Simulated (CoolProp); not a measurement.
Dodecamethylpentasiloxane (MD3M) at several states: density (kg/m³) from the reference equation and from simpler models built on Tc = 354.9 °C, pc = 0.9540 MPa, ω = 0.730; each cubic takes its own stable root.

Computed with CoolProp (reference Helmholtz-energy equation of state, Thol 2019).

```
T (°C)  p (MPa)   phase  reference  Redlich-Kwong  Peng-Robinson
------  -------  ------  ---------  -------------  -------------
165.15     2.41  liquid      738.2     (withheld)          742.4
101.55     2.52  liquid      800.8     (withheld)          788.0
18.95      3.07  liquid      879.5          709.3          831.6
67.75      1.05  liquid      830.3          671.6     (withheld)
```

Problem. Complete the blanks.

Solution. 
- 165.15, Redlich-Kwong: 611.2
- 101.55, Redlich-Kwong: 657.4
- 67.75, Peng-Robinson: 804.5
